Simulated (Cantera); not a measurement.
An isothermal plug-flow reactor at 775 K and 5.00 bar (inlet), inlet velocity 0.13 m/s, active area per volume 1200 1/m; feed 0.233 % H2, 12.2 % O2, 87.6 % N2, equivalence ratio 0.0095.

Model: Deutschmann's 1995 Pt surface mechanism with GRI-Mech 3.0 gas chemistry, integrated in Cantera. Catalytic surfaces can have several steady states; this one follows from the mechanism file's or the stated starting coverage. Mass transfer to the wall is taken as infinitely fast.

One state of this run: x H2 = 0.000349; x O2 = 0.121; x H2O = 0.00198; θ free Pt = 0.0144; θ O* = 0.984; θ OH* = 0.00150. x: gas mole fraction; θ: surface coverage.

### Question
Which value of z (m) does it belong to?
(A) 0.0003
(B) 0.003
(C) 0.00064
(D) 0.0064

### Answer
A, 0.0003
